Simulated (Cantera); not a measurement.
Input: 1 mol CCl4, 0.29 mol HCl, equilibrated at 3500 K and 0.975 Torr.

Equilibrium computed with Cantera from the NASA thermochemical tables; the gas is ideal and each condensed phase is pure. The tables' values for CCl are old estimates; treat these amounts as uncertain. Kinetics and transport are ignored.

```csv
species,before,after
Cl,0.786,0.820
C,0.145,0.158
C2,0.0102,0.0120
H,0.0528,0.00325
H2,1.04e-5,3.93e-8
HCl,0.000233,1.50e-5
C2H,1.45e-5,1.05e-6
C3,0.00579,0.00740
CCl,2.72e-5,3.08e-5
```
Gas species are given as mole fractions.

Problem. Which change was made?
A) temperature from 3500 K to 3225 K
B) temperature from 3500 K to 2750 K
C) HCl from 0.29 to 0.11 mol
D) HCl from 0.29 to 0.016 mol

Solution. D, HCl from 0.29 to 0.016 mol
